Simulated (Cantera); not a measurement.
Input: 1 mol SiCl4, 16 mol NH3, 9.4 mol N2, at 1775 K and 21.0 Pa.

These are equilibrium values from Cantera (NASA tables, ideal gas, pure condensed phases), not measurements of a reactor. Candidate condensed phases: NH4Cl, Si, Si3N4; 28 gas species. The tables' values for SiCl, SiN are old estimates; treat these amounts as uncertain. Kinetics and transport are ignored.

Base state: H2 0.508, N2 0.395, HCl 0.0593, SiCl2 0.0147, H 0.0142, Si 0.00692, Cl 0.00128, SiCl 0.000839 (mole fractions); condensed: gas only.

Problem. What changes in the equilibrium state with this change: pressure from 21.0 Pa to 10.0 Pa?

Solution. 
| species | before | after |
|---|---|---|
| H2 | 0.508 | 0.499 |
| N2 | 0.395 | 0.392 |
| HCl | 0.0593 | 0.0639 |
| H | 0.0142 | 0.0204 |
| SiCl2 | 0.0147 | 0.0117 |
| Cl | 0.00128 | 0.00201 |
| Si2N | 3.29e-5 | 2.15e-5 |
| Si | 0.00692 | 0.00976 |
| SiCl | 0.000839 | 0.000889 |

Problem. What changes in the equilibrium state with this change: NH3 from 16 to 2.3 mol?

Solution. 
| species | before | after |
|---|---|---|
| N2 | 0.395 | 0.654 |
| H2 | 0.508 | 0.148 |
| HCl | 0.0593 | 0.124 |
| SiCl2 | 0.0147 | 0.0590 |
| H | 0.0142 | 0.00769 |
| SiCl3 | 9.98e-6 | 0.000155 |
| Si2 | 2.56e-5 | 1.87e-6 |
The tables' values for SiCl, SiCl3, SiN are old estimates; treat these amounts as uncertain.

Problem. What changes in the equilibrium state with this change: temperature from 1775 K to 1150 K?

Solution. 
```tsv
species	before	after
H2	0.508	0.515
N2	0.395	0.392
HCl	0.0593	0.0934
SiCl2	0.0147	6.25e-5
H	0.0142	3.69e-6
Si	0.00692	<1e-9
SiCl	0.000839	<1e-9
SiH	8.77e-5	<1e-9
Si2N	3.29e-5	<1e-9
SiN	3.01e-5	<1e-9
Si3N4(s), mol	0	0.332
```
